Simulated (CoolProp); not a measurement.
Aqueous lithium chloride as a coolant, 15 % by mass, freezing at -23.9 °C, 1 atm.

Values from CoolProp's Melinder's fits for secondary coolants.

| T (°C) | viscosity (mPa s) | Prandtl number | cp (kJ/(kg K)) | density (kg/m³) |
|---|---|---|---|---|
| -3.1 | 3.21 | 20.4 | 3.354 | 1090 |
| 1.5 | 2.77 | 17.5 | 3.373 | 1089 |
| 6.1 | 2.42 | 15.2 | ? | 1088 |
| 10.7 | 2.14 | 13.3 | ? | 1087 |
| 15.4 | 1.91 | 11.8 | 3.429 | 1086 |
| 20 | 1.71 | 10.5 | 3.448 | 1085 |
| 24.6 | 1.55 | ? | 3.466 | ? |
| 29.2 | 1.41 | 8.51 | 3.485 | 1082 |
| 33.8 | ? | ? | 3.503 | ? |
| 38.4 | 1.17 | 6.99 | 3.522 | 1079 |

Problem. Some entries are withheld; supply them.

Solution. 
- 6.1, cp (kJ/(kg K)): 3.392
- 10.7, cp (kJ/(kg K)): 3.410
- 24.6, Prandtl number: 9.43
- 24.6, density (kg/m³): 1084
- 33.8, viscosity (mPa s): 1.28
- 33.8, Prandtl number: 7.71
- 33.8, density (kg/m³): 1081
